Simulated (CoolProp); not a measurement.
Properties of dodecamethylcyclohexasiloxane (D6) along the isotherm 346.85 °C (Tc = 372.6 °C, pc = 0.9614 MPa, ω = 0.736).

Model: reference Helmholtz-energy equation of state, Colonna 2008, in CoolProp. It is a short technical equation, of lower accuracy than the large ones.

```
p (MPa)   phase  isothermal compressibility (1/MPa)  expansivity (1/kK)
-------  ------  ----------------------------------  ------------------
0.32        gas                               3.841                   …
0.961    liquid                              0.1181                   …
1.28     liquid                                   …               4.938
1.6      liquid                             0.06930               4.228
1.92     liquid                             0.05799                   …
2.24     liquid                             0.05001               3.393
2.56     liquid                             0.04405                   …
2.88     liquid                             0.03943                   …
3.2      liquid                             0.03572               2.720
3.53     liquid                             0.03260               2.564
3.85     liquid                                   …               2.435
4.17     liquid                             0.02793                   …
4.49     liquid                             0.02609               2.224
4.81     liquid                             0.02449               2.137
```

Question: Some entries are withheld; supply them.

Answer: 
- 0.32, expansivity (1/kK): 3.011
- 0.961, expansivity (1/kK): 6.137
- 1.28, isothermal compressibility (1/MPa): 0.08679
- 1.92, expansivity (1/kK): 3.746
- 2.56, expansivity (1/kK): 3.119
- 2.88, expansivity (1/kK): 2.900
- 3.85, isothermal compressibility (1/MPa): 0.03008
- 4.17, expansivity (1/kK): 2.322
